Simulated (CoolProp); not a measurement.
Ethylene along the isotherm 113.45 °C: density (kg/m³) from the reference equation and from simpler models built on Tc = 9.2 °C, pc = 5.042 MPa, ω = 0.087; each cubic takes its own stable root.

The numbers come from the reference Helmholtz-energy equation of state, Smukala 2000 in CoolProp.

| p (MPa) | phase | reference |
|---|---|---|
| 0.159 | gas | 1.393 |
| 0.258 | gas | 2.266 |
| 0.416 | gas | 3.668 |
| 0.672 | gas | 5.962 |
| 1.09 | gas | 9.772 |
| 1.75 | gas | 15.95 |
| 2.84 | gas | 26.63 |
| 4.58 | gas | 45.00 |
| 7.4 | supercritical | 78.54 |
| 12 | supercritical | 142.1 |
| 19.3 | supercritical | 235.7 |
| 31.2 | supercritical | 320.8 |
| 50.4 | supercritical | 386.7 |

How far does each simpler model (ideal gas, van der Waals, Redlich-Kwong) lie from the reference over these 13 states: mean and median of the absolute difference, and the worst?


- ideal gas: mean 10.0 %, median 6.9 %, worst -28.6 % at 113.45 °C and 19.3 MPa
- van der Waals: mean 3.7 %, median 1.0 %, worst -16.7 % at 113.45 °C and 50.4 MPa
- Redlich-Kwong: mean 0.6 %, median 0.4 %, worst -2.0 % at 113.45 °C and 19.3 MPa
